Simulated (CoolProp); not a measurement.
Saturated liquid density (kg/m³) of toluene: the reference equation beside estimates from Tc = 591.7 K, pc = 4126 kPa, ω = 0.266. Rackett uses Z = 0.29056 − 0.08775 ω.

Model: reference Helmholtz-energy equation of state, Lemmon 2006, in CoolProp. It is a short technical equation, of lower accuracy than the large ones.

```csv
T (K),reference,Rackett,van der Waals,Redlich-Kwong,Peng-Robinson
437.1,721.0,710.7,425.6,611.9,725.7
441.9,715.4,705.0,422.2,605.8,719.2
446.7,709.7,699.2,418.8,599.6,712.5
451.4,704.0,693.5,415.3,593.4,705.7
456.2,698.1,687.5,411.7,587.0,698.7
460.9,692.2,681.5,408.1,580.6,691.5
465.7,686.0,675.4,404.4,573.8,684.1
470.5,679.8,669.1,400.6,567.0,676.4
475.2,673.5,662.8,396.8,560.1,668.6
480,667.0,656.3,392.8,553.0,660.5
484.7,660.5,649.7,388.8,545.8,652.2
489.5,653.7,642.9,384.7,538.3,643.6
494.3,646.7,636.0,380.4,530.6,634.6
```

Absolute difference from the reference over all 13 rows, mean and median: Rackett 1.6 and 1.5 %, van der Waals 41.1 and 41.0 %, Redlich-Kwong 16.4 and 16.4 %, Peng-Robinson 0.7 and 0.5 %.
